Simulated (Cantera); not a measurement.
Charge: 1 mol C₂H₂, 0.099 mol O₂, 2.3 mol H₂, held at 0.110 bar.

Equilibrium computed with Cantera from the NASA thermochemical tables; the gas is ideal and each condensed phase is pure. Candidate condensed phases: C, C₆H₆, C₇H₈, C₈H₁₈, H₂O; 110 gas species. Kinetics and transport are ignored.

Q: At 1873 K, list the 5 most abundant gas species with their mole fractions, and the condensed phases.

A: H₂ 0.941, CO 0.0566, H 0.00189, C₂H₂ (acetylene) 0.000294, CH₄ 5.94e-5. Condensed: C(graphite).
